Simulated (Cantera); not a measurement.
A perfectly stirred reactor is fed with H2 : O2 : N2 = 1.4 : 1 : 4.2 (molar parts), at 0.880 bar; it is held at 1175 K, and followed from long to short residence time.

Computed with Cantera and the H2/O2 subset of GRI-Mech 3.0, which has no nitrogen chemistry. The temperature is held fixed by assumption; the heat of reaction is taken as removed at once.

What does this change do: pressure from 0.880 bar to 1.00 bar?


```tsv
quantity	before	after
x(H2) at τ = 26.0 s	3.04e-5	3.79e-5
x(O2) at τ = 26.0 s	0.0509	0.0509
x(O) at τ = 26.0 s	3.89e-7	2.44e-7
x(H2O) at τ = 26.0 s	0.237	0.237
x(H2O2) at τ = 26.0 s	6.26e-8	4.61e-8
x(H2) at τ = 60.0 ms	0.00155	0.00172
x(O2) at τ = 60.0 ms	0.0515	0.0516
x(O) at τ = 60.0 ms	4.66e-5	3.63e-5
x(H2O) at τ = 60.0 ms	0.235	0.235
x(H2O2) at τ = 60.0 ms	2.55e-6	2.94e-6
```
